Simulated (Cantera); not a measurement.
**Adiabatic ignition**

An adiabatic, constant-pressure homogeneous reactor starts with CH4 : O2 : N2 : CO2 = 1 : 1.18 : 4.42 : 0.62 (molar parts), at 1375 K and 1.30 bar.

Model: GRI-Mech 3.0 (53 species, 325 reactions), integrated in Cantera.

```json
[
 {"t (s)": "1.00e-6", "T (K)": "1375", "x CH4": "0.139", "x O2": "0.163", "x CO2": "0.0859", "x N2O": "<1e-12", "x H2": "1.86e-9", "x NO2": "<1e-12"},
 {"t (s)": "2.90e-6", "T (K)": "1375", "x CH4": "0.139", "x O2": "0.163", "x CO2": "0.0859", "x N2O": "<1e-12", "x H2": "6.94e-9", "x NO2": "<1e-12"},
 {"t (s)": "8.42e-6", "T (K)": "1375", "x CH4": "0.139", "x O2": "0.163", "x CO2": "0.0859", "x N2O": "<1e-12", "x H2": "2.25e-8", "x NO2": "<1e-12"},
 {"t (s)": "2.44e-5", "T (K)": "1375", "x CH4": "0.139", "x O2": "0.163", "x CO2": "0.0859", "x N2O": "<1e-12", "x H2": "7.45e-8", "x NO2": "<1e-12"},
 {"t (s)": "7.09e-5", "T (K)": "1375", "x CH4": "0.139", "x O2": "0.163", "x CO2": "0.0859", "x N2O": "5.70e-12", "x H2": "3.00e-7", "x NO2": "<1e-12"},
 {"t (s)": "0.000206", "T (K)": "1375", "x CH4": "0.138", "x O2": "0.163", "x CO2": "0.0859", "x N2O": "3.52e-11", "x H2": "2.05e-6", "x NO2": "<1e-12"},
 {"t (s)": "0.000597", "T (K)": "1375", "x CH4": "0.138", "x O2": "0.163", "x CO2": "0.0859", "x N2O": "1.40e-10", "x H2": "1.92e-5", "x NO2": "<1e-12"},
 {"t (s)": "0.00173", "T (K)": "1378", "x CH4": "0.138", "x O2": "0.163", "x CO2": "0.0859", "x N2O": "6.65e-10", "x H2": "0.000152", "x NO2": "<1e-12"},
 {"t (s)": "0.00503", "T (K)": "1427", "x CH4": "0.126", "x O2": "0.155", "x CO2": "0.0857", "x N2O": "9.46e-9", "x H2": "0.00383", "x NO2": "1.37e-12"},
 {"t (s)": "0.0146", "T (K)": "2448", "x CH4": "1.40e-12", "x O2": "0.000126", "x CO2": "0.0629", "x N2O": "2.00e-8", "x H2": "0.0650", "x NO2": "6.64e-9"},
 {"t (s)": "0.0423", "T (K)": "2447", "x CH4": "1.41e-12", "x O2": "0.000124", "x CO2": "0.0629", "x N2O": "2.21e-8", "x H2": "0.0651", "x NO2": "1.06e-8"},
 {"t (s)": "0.123", "T (K)": "2447", "x CH4": "1.41e-12", "x O2": "0.000124", "x CO2": "0.0629", "x N2O": "2.24e-8", "x H2": "0.0651", "x NO2": "1.10e-8"},
 {"t (s)": "0.356", "T (K)": "2447", "x CH4": "1.41e-12", "x O2": "0.000124", "x CO2": "0.0629", "x N2O": "2.24e-8", "x H2": "0.0651", "x NO2": "1.10e-8"},
 {"t (s)": "1.03", "T (K)": "2447", "x CH4": "1.41e-12", "x O2": "0.000124", "x CO2": "0.0629", "x N2O": "2.24e-8", "x H2": "0.0651", "x NO2": "1.10e-8"},
 {"t (s)": "3.00", "T (K)": "2447", "x CH4": "1.41e-12", "x O2": "0.000124", "x CO2": "0.0629", "x N2O": "2.24e-8", "x H2": "0.0651", "x NO2": "1.10e-8"}
]
```
x: mole fraction; the columns are a selection and need not sum to one.

| Item | Result |
|---|---|
| time of steepest temperature rise | 5.89 ms |
| temperature at 3.00 s | 2447 K |
| equilibrium temperature | 2447 K |
| x(CH4) at 3.00 s | 1.41e-12 (gas-phase equilibrium 1.61e-12) |
| x(O2) at 3.00 s | 0.000124 (gas-phase equilibrium 0.000124) |
| x(CO2) at 3.00 s | 0.0629 (gas-phase equilibrium 0.0629) |
